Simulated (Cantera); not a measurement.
A closed system holds: 1 mol Fe2O3, 2.8 mol HCl, 0.26 mol H2, at 648.15 K and 0.133 bar.

These are equilibrium values from Cantera (NASA tables, ideal gas, pure condensed phases), not measurements of a reactor. Candidate condensed phases: Fe, FeCl2, FeCl3, FeO, Fe(OH)2, Fe(OH)3, Fe2O3, Fe3O4, H2O; 22 gas species. Condensed phases not in the tables: FeOCl. Equilibrium is a limit: real reactors are often held back by kinetics, nucleation or transport.

Question: What is the equilibrium state?

Answer: 
```json
{
 "x(HCl)": "0.693",
 "x(H2O)": "0.307",
 "x(FeCl3)": "8.29e-6",
 "n(FeCl2(s))": "0.520 mol",
 "n(Fe2O3(s))": "0.740 mol",
 "gas_amount": "2.540 mol",
 "log10 activity of Fe(OH)2(s) (absent)": "-7.71",
 "log10 activity of Fe(OH)3(s) (absent)": "-9.01",
 "log10 activity of Fe(α) (absent)": "-11.66"
}
```
